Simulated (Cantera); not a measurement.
An adiabatic, constant-volume homogeneous reactor starts with CO : H2 : CH4 : O2 : N2 = 1 : 0.039 : 0.16 : 0.525 : 1.97 (molar parts), equivalence ratio 1.6, at 1225 K and 1.01 bar.

Computed with Cantera and GRI-Mech 3.0 (53 species, 325 reactions).

One state of this run: T (K) = 2874; P (bar) = 2.31; x CO = 0.191; x H2 = 0.0151; x CH4 = <1e-12; x HCO = 3.32e-7; x O = 0.00448; x OH = 0.0127; x H = 0.00858. x: mole fraction; the columns are a selection and need not sum to one.

Problem. Which value of t (s) does it belong to?
A. 7.27e-6
B. 2.00e-6
C. 0.00459
D. 9.59e-5

Solution. C, 0.00459
